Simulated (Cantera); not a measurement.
A perfectly stirred reactor is fed with C3H8 : O2 : N2 = 1 : 6.17 : 67.9 (molar parts), equivalence ratio 0.81, at 0.987 atm; it is adiabatic with a 773 K inlet, and is followed from long to short residence time, starting on the burning branch (τ in s: 0.024, 0.0079, 0.0027, 0.0009, 0.0003, 0.0001, 3.4e-05, 1.2e-05, 3.9e-06).

Detailed kinetics in Cantera: GRI-Mech 3.0 (53 species, 325 reactions). GRI-Mech 3.0 was tuned for natural gas; its chemistry of propane as a main component is partial and can be far from experiment.

Q: What does this change do: 2.4 parts H2 added?

A: 
```tsv
quantity	before	after
blow-out, bracketed by the residence times tried	burning at 0.900 ms, out at 0.300 ms	burning at 0.300 ms, out at 0.100 ms
x(C3H8) at τ = 24.0 ms	3.85e-6	1.48e-6
x(O2) at τ = 24.0 ms	0.0162	0.00344
x(C2H2) at τ = 24.0 ms	2.64e-6	5.02e-6
x(CH4) at τ = 24.0 ms	9.70e-7	1.35e-6
x(H2) at τ = 24.0 ms	0.000484	0.00317
x(C3H8) at τ = 0.300 ms	0.0133	5.87e-5
x(O2) at τ = 0.300 ms	0.0822	0.0152
x(C2H2) at τ = 0.300 ms	<1e-12	5.78e-5
x(CH4) at τ = 0.300 ms	<1e-12	0.000142
x(H2) at τ = 0.300 ms	<1e-12	0.00935
```

Q: What does this change do: pressure from 0.987 atm to 9.87 atm?

A: 
```json
[
 {"quantity": "blow-out, bracketed by the residence times tried", "before": "burning at 0.900 ms, out at 0.300 ms", "after": "burning at 2.70 ms, out at 0.900 ms"},
 {"quantity": "x(C3H8) at τ = 24.0 ms", "before": "3.85e-6", "after": "3.42e-6"},
 {"quantity": "x(O2) at τ = 24.0 ms", "before": "0.0162", "after": "0.0157"},
 {"quantity": "x(C2H2) at τ = 24.0 ms", "before": "2.64e-6", "after": "6.94e-6"},
 {"quantity": "x(CH4) at τ = 24.0 ms", "before": "9.70e-7", "after": "1.56e-6"},
 {"quantity": "x(H2) at τ = 24.0 ms", "before": "0.000484", "after": "4.62e-5"},
 {"quantity": "x(C3H8) at τ = 0.300 ms", "before": "0.0133", "after": "0.0133"},
 {"quantity": "x(O2) at τ = 0.300 ms", "before": "0.0822", "after": "0.0822"},
 {"quantity": "x(C2H2) at τ = 0.300 ms", "before": "<1e-12", "after": "<1e-12"},
 {"quantity": "x(CH4) at τ = 0.300 ms", "before": "<1e-12", "after": "<1e-12"},
 {"quantity": "x(H2) at τ = 0.300 ms", "before": "<1e-12", "after": "<1e-12"}
]
```
